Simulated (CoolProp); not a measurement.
The fluid at 293.15 K and 0.192 MPa flows at 0.076 m/s in a round tube of 1 mm bore and 45 µm roughness, fully developed (64/Re and Nu = 3.66 if laminar; Colebrook and Gnielinski if turbulent). The same conditions are run with several fluids, on thermodynamics alone (safety and materials aside).

The numbers come from the reference Helmholtz-energy equation of state of each fluid (oxygen: Schmidt 1985; CF4 (R14): Platzer 1990; R407C: Lemmon 2003; R124: de Vries 1995; R227EA: Lemmon 2016) in CoolProp. The equations of Platzer and Polt are older, rougher fits. Blends and air are pseudo-pure fits.

**Question.** Rank oxygen, CF4 (R14), R407C, R124, R227EA by Reynolds number, highest first.

**Answer.** R227EA (95.2), R124 (68.1), R407C (44.3), CF4 (R14) (31.2), oxygen (9.45)

| fluid | Darcy friction factor | pressure drop (Pa/m) | heat-transfer coefficient (W/(m² K)) | mass flow (kg/h) |
|---|---|---|---|---|
| oxygen | 6.77 | 49.4 | 95.1 | 0.000542 |
| CF4 (R14) | 2.05 | 41.4 | 57.3 | 0.00150 |
| R407C | 1.44 | 29.3 | 47.4 | 0.00151 |
| R124 | 0.940 | 30.8 | 46.6 | 0.00244 |
| R227EA | 0.672 | 27.6 | 47.5 | 0.00305 |

Transport values come from each fluid's own correlations; those of CF4 (R14), R124, R227EA are estimates that may be off by 10 % or more.
